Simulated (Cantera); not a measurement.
A closed system holds: 1 mol MgO, 0.47 mol CH4, 0.016 mol CO, held at 1273.15 K and 0.188 Torr.

These are equilibrium values from Cantera (NASA tables, ideal gas, pure condensed phases), not measurements of a reactor. Candidate condensed phases: C, C6H6, C7H8, C8H18, H2O, Mg, MgCO3, MgO, Mg(OH)2; 116 gas species. Kinetics and transport are ignored.

Problem. What is the equilibrium state?

Solution. 
```
Quantity                             Result
--------------------------------  ---------
x(H2)                                 0.926
x(CO)                                0.0448
x(Mg)                                0.0290
x(H)                                4.35e-5
x(MgH)                              3.42e-6
x(CH4)                              2.01e-6
n(C(graphite))                    0.441 mol
n(MgO(s))                         0.971 mol
gas amount                        1.015 mol
log10 activity of Mg(l) (absent)      -4.79
```
